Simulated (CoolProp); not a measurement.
Vapour-liquid equilibrium of ethylbenzene (1) + n-nonane (2) at 1.37 kPa; x and y are mole fractions of (1).

The numbers come from the multi-fluid Helmholtz-energy mixture model, Zhou 2012 and Lemmon 2006; pair parameters Bell 2016 in CoolProp.

**Question.** Give the bubble temperature and the first vapour's composition at x = 0.65, 0.8, 0.95. Is there an azeotrope?

**Answer.** x = 0.65: 28.4 °C, y = 0.785; x = 0.8: 27.3 °C, y = 0.872; x = 0.95: 26.5 °C, y = 0.965. No azeotrope shows between x = 0.05 and 0.95.

Pair parameters are fitted to limited data, so mixtures are less certain than the pure fluids.
